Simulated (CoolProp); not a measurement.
The numbers come from the reference Helmholtz-energy equation of state, Wagner 2002 in CoolProp.

Question: Give the vapour pressure (bar), liquid cp (kJ/(kg K)), vapour viscosity (µPa s) of saturated water at 194.95 °C.

Answer: 
```json
[
 {"T (°C)": "194.95", "p (bar)": "14.0", "liquid cp (kJ/(kg K))": "4.47", "vapour viscosity (µPa s)": "15.5"}
]
```

Viscosity comes from a separate model (Huber 2009).
